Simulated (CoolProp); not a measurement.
Vapour-liquid equilibrium of isohexane (1) + benzene (2) at 59.25 °C; x and y are mole fractions of (1).

Computed with CoolProp (multi-fluid Helmholtz-energy mixture model, Lemmon 2006 and Thol 2012; pair parameters Bell 2016).

```csv
x,bubble pressure (bar),y at the bubble point,dew pressure at overall composition x (bar),liquid density (mol/L)
0.05,0.5706,0.149,0.5283,___
0.15,0.6639,0.332,0.5712,___
0.25,0.7312,0.447,0.6198,9.559
0.35,0.7829,0.533,0.6742,9.158
0.45,0.8253,0.606,0.7330,___
0.55,0.8616,0.674,0.7931,8.441
0.65,0.8937,___,0.8493,8.119
0.75,0.9225,0.811,0.8976,7.819
0.85,0.9484,0.884,___,7.538
0.95,___,0.960,0.9688,7.274
```

Question: What belongs in the gaps?

Answer: 
- 0.05, liquid density (mol/L): 10.46
- 0.15, liquid density (mol/L): 9.992
- 0.45, liquid density (mol/L): 8.786
- 0.65, y at the bubble point: 0.741
- 0.85, dew pressure at overall composition x (bar): 0.9369
- 0.95, bubble pressure (bar): 0.9718

No azeotrope shows between x = 0.05 and 0.95.

Pair parameters are fitted to limited data, so mixtures are less certain than the pure fluids.
